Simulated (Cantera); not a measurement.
A perfectly stirred reactor is fed with CH₄ : N₂ = 1 : 73 (molar parts), at 0.850 bar; it is held at 1975 K, and followed from long to short residence time.

Cantera simulation using GRI-Mech 3.0 (53 species, 325 reactions); the numbers are that mechanism's predictions, not measurements. GRI-Mech 3.0 stops at C3 and has no aromatics, soot or wall deposition, so with more carbon than oxygen in the feed, carbon stays in small species such as C2H2 where larger ones or solid carbon would form.

### Question
What does this change do: pressure from 0.850 bar to 4.50 Torr?

### Answer
| quantity | before | after |
|---|---|---|
| x(CH₄) at τ = 0.650 s | 0.000167 | 0.00186 |
| x(C₂H₆) at τ = 0.650 s | 1.41e-8 | 2.49e-8 |
| x(CH₂) at τ = 0.650 s | 4.07e-7 | 4.34e-6 |
| x(HCN) at τ = 0.650 s | 0.00128 | 0.000106 |
| x(H) at τ = 0.650 s | 0.000197 | 0.000200 |
| x(CH₄) at τ = 12.0 ms | 0.00160 | 0.0125 |
| x(C₂H₆) at τ = 12.0 ms | 8.77e-7 | 4.36e-8 |
| x(CH₂) at τ = 12.0 ms | 2.24e-6 | 1.52e-6 |
| x(HCN) at τ = 12.0 ms | 0.000104 | 6.67e-8 |
| x(H) at τ = 12.0 ms | 0.000148 | 1.44e-5 |
Radical loss at walls, strong at low pressure, is not modelled.

### Question
What does this change do: temperature 1975 to 1573 K?

### Answer
```json
[
 {"quantity": "x(CH₄) at τ = 0.650 s", "before": "0.000167", "after": "0.00557"},
 {"quantity": "x(C₂H₆) at τ = 0.650 s", "before": "1.41e-8", "after": "5.98e-6"},
 {"quantity": "x(CH₂) at τ = 0.650 s", "before": "4.07e-7", "after": "9.87e-9"},
 {"quantity": "x(HCN) at τ = 0.650 s", "before": "0.00128", "after": "2.05e-7"},
 {"quantity": "x(H) at τ = 0.650 s", "before": "0.000197", "after": "3.79e-6"},
 {"quantity": "x(CH₄) at τ = 12.0 ms", "before": "0.00160", "after": "0.0127"},
 {"quantity": "x(C₂H₆) at τ = 12.0 ms", "before": "8.77e-7", "after": "3.81e-5"},
 {"quantity": "x(CH₂) at τ = 12.0 ms", "before": "2.24e-6", "after": "2.33e-8"},
 {"quantity": "x(HCN) at τ = 12.0 ms", "before": "0.000104", "after": "1.52e-9"},
 {"quantity": "x(H) at τ = 12.0 ms", "before": "0.000148", "after": "5.53e-7"}
]
```

### Question
What does this change do: N2 73 to 12 parts?

### Answer
```tsv
quantity	before	after
x(CH₄) at τ = 0.650 s	0.000167	0.00107
x(C₂H₆) at τ = 0.650 s	1.41e-8	1.03e-7
x(CH₂) at τ = 0.650 s	4.07e-7	5.27e-7
x(HCN) at τ = 0.650 s	0.00128	0.000681
x(H) at τ = 0.650 s	0.000197	0.000472
x(CH₄) at τ = 12.0 ms	0.00160	0.00863
x(C₂H₆) at τ = 12.0 ms	8.77e-7	5.45e-6
x(CH₂) at τ = 12.0 ms	2.24e-6	2.99e-6
x(HCN) at τ = 12.0 ms	0.000104	5.48e-5
x(H) at τ = 12.0 ms	0.000148	0.000379
```
